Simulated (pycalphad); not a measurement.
CALPHAD calculation (pycalphad, COST 507 light-alloy database (1999)), 1 atm. The data set is of 1999 and partly superseded. Diffusion is slow at the low end, where real alloys seldom reach equilibrium.

Molar enthalpy of Ti-0.92Hf-2.25B (at.%) in equilibrium (SER reference):

```tsv
T (°C)	H (kJ/mol)	phases
2577	109.40	liquid
2457	103.89	liquid
2337	98.38	liquid
2217	92.87	liquid
2097	87.35	liquid
1977	81.84	liquid
1857	76.33	liquid
1737	70.82	liquid
1697	68.98	liquid
1657	67.15	liquid
1617	64.70	liquid + bcc
1537	47.01	bcc + BM
1497	45.59	bcc + BM
1377	41.46	bcc + BM
1257	37.51	bcc + BM
1137	33.71	bcc + BM
1017	30.04	bcc + BM
897	26.47	bcc + BM
777	18.56	hcp + BM
657	14.64	hcp + BM
537	10.86	hcp + BM
417	7.21	hcp + BM
297	3.71	hcp + BM
```

Cooling from 1657 °C to 1537 °C, across the freezing range, releases 20.1 kJ/mol, or 417 J/g. The slope is 46 J/(mol K) in the liquid and 35 J/(mol K) just below the solidus, where it includes any heat of precipitation. Liquidus 1619 °C, solidus 1541 °C. Changes were sought between steps of 40 K, so a narrower field can be missed.

Database names, with the compositions (at.%) that they take in these runs: BM: Ti 50 B 50.
